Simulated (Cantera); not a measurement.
What does this Cantera script print?

```python
import numpy as np
import cantera as ct

gas = ct.Solution("h2o2.yaml")
gas.TPX = 450, 240000, {'H2': 1, 'O2': 0.455, 'N2': 1.71, 'H2O': 0.021}
flame = ct.FreeFlame(gas, width=0.022)
flame.set_refine_criteria(ratio=3, slope=0.08, curve=0.16)
flame.transport_model = "mixture-averaged"
flame.solve(loglevel=0, auto=True)
z, T = flame.grid, flame.T
thick = (T[-1] - T[0]) / np.gradient(T, z).max()
show = ['H2', 'O2', 'HO2', 'OH', 'H2O2', 'O']
print(f"laminar burning velocity  {flame.velocity[0] * 100:.3f} cm/s")
print(f"burnt temperature         {T[-1]:.1f} K")
print(f"thermal thickness         {thick * 1e3:.4f} mm")
print(f"grid points               {len(z)}")
z0 = z[flame.heat_release_rate.argmax()]
print(f"{'z/mm':>9s}{'T/K':>9s}{'u/(m/s)':>9s}" + "".join(f"{s:>11s}" for s in show))
rows = []
for k in (-3, -2, -1.5, -1, -0.5, -0.25, 0, 0.25, 0.5, 1, 2, 4, 8):
    zz = z0 + k * thick
    rows.append([k * thick, np.interp(zz, z, T), np.interp(zz, z, flame.velocity),
                 *(np.interp(zz, z, flame.X[gas.species_index(s)]) for s in show)])
    print(f"{rows[-1][0] * 1e3:9.3f}{rows[-1][1]:9.1f}{rows[-1][2]:9.3f}" + "".join(f"{x:11.3e}" for x in rows[-1][3:]))
```

Result:

```
laminar burning velocity  477.802 cm/s
burnt temperature         2496.5 K
thermal thickness         0.1315 mm
grid points               113
     z/mm      T/K  u/(m/s)         H2         O2        HO2         OH       H2O2          O
   -0.394    450.0    4.778  3.139e-01  1.428e-01  1.519e-12  2.609e-15  4.728e-14  2.377e-13
   -0.263    450.0    4.778  3.139e-01  1.428e-01  2.595e-10  3.029e-13  9.038e-12  2.756e-11
   -0.197    450.0    4.778  3.138e-01  1.428e-01  2.797e-09  2.704e-12  1.011e-10  2.424e-10
   -0.131    450.2    4.777  3.135e-01  1.429e-01  2.166e-07  2.728e-10  8.210e-09  9.517e-09
   -0.066    468.2    4.917  3.053e-01  1.443e-01  1.426e-04  8.405e-06  6.613e-06  2.178e-06
   -0.033    722.2    7.324  2.661e-01  1.405e-01  6.248e-04  1.038e-03  8.389e-05  1.812e-04
    0.000   1217.0   11.910  1.802e-01  1.076e-01  2.341e-04  2.829e-03  2.367e-05  2.927e-03
    0.033   1570.5   15.165  9.824e-02  5.444e-02  9.884e-05  8.100e-03  4.892e-06  7.423e-03
    0.066   1753.5   16.823  6.566e-02  2.845e-02  4.640e-05  1.238e-02  2.740e-06  8.551e-03
    0.131   1931.8   18.366  5.522e-02  1.719e-02  2.365e-05  1.532e-02  1.458e-06  7.501e-03
    0.263   2096.8   19.724  5.208e-02  1.276e-02  1.421e-05  1.571e-02  8.262e-07  5.294e-03
    0.526   2240.3   20.860  4.760e-02  8.993e-03  8.131e-06  1.439e-02  5.344e-07  3.269e-03
    1.052   2351.8   21.714  4.249e-02  5.853e-03  4.423e-06  1.202e-02  3.736e-07  1.830e-03
```

Detailed kinetics in Cantera: the H2/O2 subset of GRI-Mech 3.0, which has no nitrogen chemistry. The hydrogen kinetics of GRI-Mech 3.0 are dated; newer H2 mechanisms differ, most at raised pressure. Burning velocities carry a grid error of a few per cent, more on coarse grids.
